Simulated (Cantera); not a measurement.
## Reactions in the system N-Nb-O

Standard-state values (1 bar) from the NASA 1993 polynomials, evaluated with Cantera. Values are per mole of reaction as written; species without (g) are pure solids or liquids, kept so even where they would boil at 1 bar.

4 Nb₂O₅ + 5 N₂(g) ⇌ 8 Nb + 10 NO₂(g)

| T (K) | ΔH° (kJ) | ΔS° (J/K) | ΔG° (kJ) | log10 K |
|---|---|---|---|---|
| 300 | 7939.9 | 1185.2 | 7584.4 | -1320.53 |
| 448 | 7923.1 | 1139.6 | 7412.5 | -864.25 |
| 523 | 7914.1 | 1121.0 | 7327.7 | -731.84 |
| 598 | 7905.0 | 1104.9 | 7244.3 | -632.77 |
| 673 | 7896.1 | 1090.9 | 7161.9 | -555.86 |
| 748 | 7887.3 | 1078.4 | 7080.6 | -494.45 |
| 823 | 7878.6 | 1067.4 | 7000.1 | -444.28 |
| 898 | 7870.0 | 1057.4 | 6920.5 | -402.54 |
| 973 | 7861.5 | 1048.3 | 6841.5 | -367.27 |
| 1048 | 7853.1 | 1040.0 | 6763.2 | -337.09 |
| 1123 | 7844.8 | 1032.3 | 6685.5 | -310.96 |
| 1198 | 7836.5 | 1025.2 | 6608.4 | -288.13 |
